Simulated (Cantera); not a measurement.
Charge: 1 mol V, 9.3 mol N2O, equilibrated at 0.740 bar.

Equilibrium computed with Cantera from the NASA thermochemical tables; the gas is ideal and each condensed phase is pure. Candidate condensed phases: V, VN, VO, V2O3, V2O4, V2O5; 13 gas species. Condensed phases not in the tables: the oxides between V2O3 and V2O5 other than VO2. Kinetics and transport are ignored. All values below are at 2002 °C.

Base state: N2 0.703, O2 0.270, NO 0.0159, VO2 0.00896, O 0.00259, NO2 1.80e-5 (mole fractions); condensed: V2O4(l).

Q: What changes in the equilibrium state with this change: V replaced by Cr?

A: 
| species | before | after |
|---|---|---|
| N2 | 0.703 | 0.695 |
| O2 | 0.270 | 0.285 |
| NO | 0.0159 | 0.0163 |
| VO2 | 0.00896 | 0 |
| CrO2 | 0 | 0.000764 |
| CrO3 | 0 | 0.000181 |
| NO2 | 1.80e-5 | 1.89e-5 |
| O | 0.00259 | 0.00266 |
| V2O4(l), mol | 0.441 | 0 |
| Cr2O3(s), mol | 0 | 0.494 |
Further candidate phases: Cr, CrN, Cr2N, Cr2O3.
